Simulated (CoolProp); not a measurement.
Properties of CH3F (R41) along the isobar 3.41 bar.

The numbers come from the reference Helmholtz-energy equation of state, Lemmon 2006 in CoolProp. It is a short technical equation, of lower accuracy than the large ones.

```tsv
T (K)	phase	density (kg/m³)	cp (kJ/(kg K))	Joule-Thomson coefficient (K/MPa)	fugacity coefficient
262	gas	5.578	1.171	[?]	0.9569
272.9	gas	5.321	1.160	23.24	0.9625
283.8	gas	5.090	[?]	20.68	0.9672
294.6	gas	4.883	1.160	18.53	0.9711
305.5	gas	4.692	1.167	16.68	0.9744
316.3	gas	4.518	1.178	15.11	0.9771
327.2	gas	4.356	[?]	[?]	0.9796
338.1	gas	4.207	1.206	12.52	0.9817
348.9	gas	4.069	1.223	11.48	0.9835
359.8	gas	3.939	1.241	10.54	0.9851
370.7	gas	3.817	1.260	9.712	0.9865
381.5	gas	3.705	1.280	8.979	0.9877
392.4	gas	3.597	[?]	8.316	0.9888
403.3	gas	3.497	1.322	[?]	0.9898
414.1	gas	3.402	1.344	7.187	0.9907
425	gas	3.312	[?]	[?]	0.9915
```

Problem. Fill in the missing entries.

Solution. 
- 262, Joule-Thomson coefficient (K/MPa): 26.31
- 283.8, cp (kJ/(kg K)): 1.157
- 327.2, cp (kJ/(kg K)): 1.191
- 327.2, Joule-Thomson coefficient (K/MPa): 13.73
- 392.4, cp (kJ/(kg K)): 1.301
- 403.3, Joule-Thomson coefficient (K/MPa): 7.720
- 425, cp (kJ/(kg K)): 1.365
- 425, Joule-Thomson coefficient (K/MPa): 6.700
